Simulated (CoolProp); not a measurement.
The fluid at 298.15 K and 3.51 MPa is throttled through a valve to 1.67 MPa with no heat exchange. The same conditions are run with several fluids, on thermodynamics alone (safety and materials aside).

Values from CoolProp's reference Helmholtz-energy equation of state of each fluid (ethane: Bücker 2006; oxygen: Schmidt 1985; dry air: Lemmon 2000; fluorine: de Reuck 1990; CF4 (R14): Platzer 1990). The equations of Platzer and Polt are older, rougher fits. Blends and air are pseudo-pure fits.

```tsv
fluid	temperature change (K)	final density (kg/m³)
ethane	-29.2	28.3
oxygen	-4.8	22.2
dry air	-3.9	19.9
fluorine	-3.4	26.1
CF4 (R14)	-10.5	66.1
```
